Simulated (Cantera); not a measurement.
Charge: 1 mol LiOH, a varied amount of H₂, held at 0.150 Torr.

Equilibrium computed with Cantera from the NASA thermochemical tables; the gas is ideal and each condensed phase is pure. Candidate condensed phases: H₂O, Li, LiH, LiOH, Li₂O; 17 gas species. Rates play no part.

What condenses at these points (T in °C, n(H₂) in mol): (1125, 1.8); (1275, 4.5); (1375, 2.5); (1075, 2.5); (1375, 7.1)?


```tsv
T (°C)	n(H₂) in mol	condensed phases	Li condensed (%)
1125	1.8	Li₂O	13.6
1275	4.5	gas only	0.0
1375	2.5	gas only	0.0
1075	2.5	Li₂O	46.2
1375	7.1	gas only	0.0
```
